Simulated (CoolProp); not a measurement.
Vapour-liquid equilibrium of R125 (1) + R152A (2) at 870 kPa; x and y are mole fractions of (1).

The numbers come from the multi-fluid Helmholtz-energy mixture model, Lemmon 2005 and Outcalt 1996; pair parameters Bell 2016 in CoolProp.

```tsv
x	bubble temperature (K)	y at the bubble point	dew temperature at overall composition x (K)	liquid density (mol/L)
0.05	309.4	0.093	310.4	12.97
0.125	306.4	0.216	308.6	12.78
0.2	___	0.323	306.8	12.60
0.275	301.3	0.418	305.0	12.41
0.35	299.0	0.504	303.1	12.23
0.425	296.8	0.582	301.1	12.05
0.5	294.7	0.655	299.1	11.86
0.575	292.6	0.721	___	11.68
0.65	290.6	0.783	294.8	11.50
0.725	288.6	0.839	292.5	11.33
0.8	286.6	0.890	___	11.15
0.875	284.7	0.936	287.2	10.97
0.95	282.9	0.976	284.1	10.78
```

Question: Fill in the missing entries.

Answer: 
- 0.2, bubble temperature (K): 303.8
- 0.575, dew temperature at overall composition x (K): 297.0
- 0.8, dew temperature at overall composition x (K): 290.0

No azeotrope shows between x = 0.05 and 0.95.

Pair parameters are fitted to limited data, so mixtures are less certain than the pure fluids.
